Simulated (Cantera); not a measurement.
A perfectly stirred reactor is fed with CH4 : C2H6 : O2 : N2 = 1 : 1.2 : 6.89 : 31 (molar parts), equivalence ratio 0.90, at 90000 Pa; it is adiabatic with a 475 K inlet, and is followed from long to short residence time, starting on the burning branch (τ in s: 0.14, 0.064, 0.029, 0.014, 0.0062, 0.0028, 0.0013, 0.00059, 0.00027, 0.00012, 5.7e-05, 2.6e-05, 1.2e-05).

Detailed kinetics in Cantera: GRI-Mech 3.0 (53 species, 325 reactions).

Q: What does this change do: 2.3 parts H2 added?

A: 
```tsv
quantity	before	after
blow-out, bracketed by the residence times tried	burning at 0.120 ms, out at 57.0 µs	burning at 0.120 ms, out at 57.0 µs
x(CH4) at τ = 0.140 s	1.32e-6	1.44e-6
x(C2H6) at τ = 0.140 s	1.98e-7	1.11e-7
x(O2) at τ = 0.140 s	0.0181	0.00186
x(CO) at τ = 0.140 s	0.00339	0.0177
x(CH3) at τ = 0.140 s	1.07e-6	1.61e-6
x(CH4) at τ = 1.30 ms	3.68e-5	2.69e-5
x(C2H6) at τ = 1.30 ms	1.04e-5	6.75e-6
x(O2) at τ = 1.30 ms	0.0263	0.0104
x(CO) at τ = 1.30 ms	0.0166	0.0270
x(CH3) at τ = 1.30 ms	2.35e-5	2.73e-5
```

Q: What does this change do: N2 31 to 23 parts?

A: 
```
quantity                                                                       before                               after
------------------------------------------------  -----------------------------------  ----------------------------------
blow-out, bracketed by the residence times tried  burning at 0.120 ms, out at 57.0 µs  burning at 57.0 µs, out at 26.0 µs
x(CH4) at τ = 0.140 s                                                         1.32e-6                             5.20e-7
x(C2H6) at τ = 0.140 s                                                        1.98e-7                             6.70e-8
x(O2) at τ = 0.140 s                                                           0.0181                              0.0237
x(CO) at τ = 0.140 s                                                          0.00339                              0.0102
x(CH3) at τ = 0.140 s                                                         1.07e-6                             5.74e-7
x(CH4) at τ = 1.30 ms                                                         3.68e-5                             2.30e-5
x(C2H6) at τ = 1.30 ms                                                        1.04e-5                             5.97e-6
x(O2) at τ = 1.30 ms                                                           0.0263                              0.0332
x(CO) at τ = 1.30 ms                                                           0.0166                              0.0237
x(CH3) at τ = 1.30 ms                                                         2.35e-5                             2.05e-5
```
